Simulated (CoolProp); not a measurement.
The fluid at 426.79 K and 1.84 MPa is throttled through a valve to 0.88 MPa with no heat exchange. The same conditions are run with several fluids, on thermodynamics alone (safety and materials aside).

Model: reference Helmholtz-energy equation of state of each fluid (nitrous oxide: Lemmon 2006; carbonyl sulfide: Lemmon 2006; chlorine: Thol 2021; ammonia: Gao 2020; ethylene: Smukala 2000), in CoolProp.

```csv
fluid,temperature change (K),final density (kg/m³)
nitrous oxide,-4.7,11.2
carbonyl sulfide,-8.8,15.8
chlorine,-12.3,18.8
ammonia,-8.6,4.43
ethylene,-3.9,7.13
```
